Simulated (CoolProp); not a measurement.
Saturation properties of isopentane.

The numbers come from the reference Helmholtz-energy equation of state, Lemmon 2006 in CoolProp. It is a short technical equation, of lower accuracy than the large ones.

```tsv
T (°C)	p (MPa)	liquid density (kg/m³)	enthalpy of vaporisation (kJ/kg)	liquid cp (kJ/(kg K))	liquid conductivity (mW/(m K))
6.35	0.04514	633.6	359.2	2.180	107
14.85	0.06320	625.2	353.0	2.222	105
23.35	0.08656	616.6	346.7	2.265	102
31.75	0.1158	608.0	340.2	2.310	99.7
40.25	0.1527	599.1	333.4	2.356	97.1
48.75	0.1981	590.0	326.3	2.404	94.6
57.15	0.2524	580.7	319.0	2.454	92.1
65.65	0.3181	571.0	311.2	2.506	89.6
74.15	0.3961	561.0	303.0	2.560	87.1
82.55	0.4864	550.7	294.4	2.617	84.6
91.05	0.5926	539.9	285.2	2.679	82.1
99.55	0.7152	528.5	275.3	2.745	79.5
107.95	0.8539	516.8	264.9	2.816	77.0
116.45	1.014	504.1	253.5	2.896	74.4
```

It boils at 27.8 °C under 1 atm.

Thermal conductivity comes from a separate model (Vassiliou 2015).
